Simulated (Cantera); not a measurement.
Input (Python, Cantera) and output of one run.

```python
import numpy as np
import cantera as ct

gas_names = """
    C CO CO2 C2 C2O C3 C3O2 C4 C5 Mg MgO Mg2 O O2 O3
""".split()
cond_names = """
    C(gr) Mg(cr) Mg(L) MgCO3(s) MgO(s) MgO(L)
""".split()


def load(file, names, dense=False):
    # The tables refer to 1 bar. Condensed volumes are neglected.
    table = {s.name: s for s in ct.Species.list_from_file(file)}
    out = []
    for n in names:
        d = dict(table[n].input_data)
        d["thermo"] = dict(d["thermo"], **{"reference-pressure": 1e5})
        if dense:
            d["equation-of-state"] = {"model": "constant-volume", "density": "1e6 g/cm^3"}
        out.append(ct.Species.from_dict(d))
    return out


gas = ct.Solution(thermo="ideal-gas", species=load("nasa_gas.yaml", gas_names))
cond = {s.name: ct.Solution(thermo="fixed-stoichiometry", species=[s], name=s.name)
        for s in load("nasa_condensed.yaml", cond_names, dense=True)}
atoms = {
    'MgCO3': {'Mg': 1, 'C': 1, 'O': 3},
    'C': {'C': 1},
    'CO2': {'C': 1, 'O': 2},
}
top_T = {'C(gr)': 4500}  # K; cautious upper limits of use, not melting points


def equilibrate(T, P, feed):
    n = {}
    for name, mol in feed.items():
        for a, k in atoms[name].items():
            n[a] = n.get(a, 0.0) + k * mol
    gas.TPX = T, P, n
    mass = sum(n.values()) * gas.mean_molecular_weight
    gas.equilibrate("TP")
    valid = [c for c in cond.values() if c.min_temp <= T <= top_T.get(c.name, c.max_temp)]
    mix = ct.Mixture([(gas, mass / gas.mean_molecular_weight)] + [(c, 0.0) for c in valid])
    mix.T, mix.P = T, P
    mix.equilibrate("TP", solver="vcs", rtol=1e-11, max_steps=5000)
    return mix


results = []
feed = {'MgCO3': 1, 'C': 0.0077, 'CO2': 0.12}  # mol
P = 390  # Pa
for T in [1798, 1848, 1898, 1948, 1998, 2048, 2098, 2148, 2198]:
    mix = equilibrate(T, P, feed)
    results.append((T, P, feed, dict(zip(mix.species_names, mix.species_moles))))

top = {s: max(r[3][s] / sum(r[3][g] for g in gas_names) for r in results) for s in gas_names}
cols = sorted((s for s in top if top[s] > 0.0001), key=lambda s: -top[s])[:8]
seen = [c for c in cond_names if any(r[3].get(c, 0) > 1e-12 for r in results)]
print("log10 of partial pressures in bar; condensed amounts in mol")
print(f"{'T/K':>10s}" + "".join(f"{s[:9]:>10s}" for s in cols + seen))
for T, P, feed, n in results:
    ng = sum(n[g] for g in gas_names)
    print(f"{T:10.4g}" + "".join(f"{np.log10(max(n[s] / ng * P / 1e5, 1e-99)):10.3f}" for s in cols)
          + "".join(f"{n.get(c, 0):10.4g}" for c in seen))
```

Result:

```
log10 of partial pressures in bar; condensed amounts in mol
       T/K       CO2        CO        O2         O        Mg       MgO    MgO(s)
      1798    -2.427    -3.901    -4.443    -6.145    -8.273    -9.607         1
      1848    -2.434    -3.783    -4.256    -5.851    -7.794    -9.092         1
      1898    -2.444    -3.666    -4.094    -5.580    -7.332    -8.604         1
      1948    -2.456    -3.553    -3.951    -5.328    -6.889    -8.141         1
      1998    -2.471    -3.445    -3.824    -5.093    -6.465    -7.702    0.9999
      2048    -2.490    -3.344    -3.710    -4.873    -6.058    -7.285    0.9997
      2098    -2.513    -3.250    -3.607    -4.667    -5.669    -6.888    0.9993
      2148    -2.542    -3.163    -3.516    -4.473    -5.294    -6.510    0.9983
      2198    -2.577    -3.086    -3.435    -4.291    -4.934    -6.149     0.996
```

Method: chemical equilibrium by Gibbs-energy minimisation in Cantera with the NASA 1993 tables (ideal gas, pure condensed phases).
